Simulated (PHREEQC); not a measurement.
## Acid rinse or clean (model solution)

Solution (25 °C): 6.8 mmol/kgw HCl and 5.1 mmol/kgw FeCl3. Closed to the air; pH follows from the charge balance.

The numbers come from PHREEQC with the ion-association model, wateq4f.dat.

This is a speciation only: nothing precipitates in the calculation.

### Question
What pH does the model give?

### Answer
pH 2.13.

### Question
In which forms is Fe present?

### Answer
Fe+3 51 %, FeOH+2 25 %, FeCl+2 15 %, Fe2(OH)2+4 6.7 %, FeCl2+ 0.8 %, Fe(OH)2+ 0.7 % of the Fe.

Examples of supersaturated solids here: Hematite (slow to form), Goethite (slow to form). Others may be too.
